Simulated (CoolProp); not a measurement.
Vapour-liquid equilibrium of R114 (1) + n-heptane (2) at 1.61 bar; x and y are mole fractions of (1).

The numbers come from the multi-fluid Helmholtz-energy mixture model, Platzer 1990 and Span 2003; pair parameters Bell 2016 in CoolProp. This equation is an older, rougher fit; its heat capacities, sound speeds and derivatives of the liquid may be far off and weren't checked against measurements.

**Question.** Give the bubble temperature and the first vapour's composition at x = 0.05, 0.35, 0.55. Is there an azeotrope?

**Answer.** x = 0.05: 93.5 °C, y = 0.465; x = 0.35: 39.7 °C, y = 0.943; x = 0.55: 29.4 °C, y = 0.972. No azeotrope shows between x = 0.05 and 0.95.

Pair parameters are fitted to limited data, so mixtures are less certain than the pure fluids.
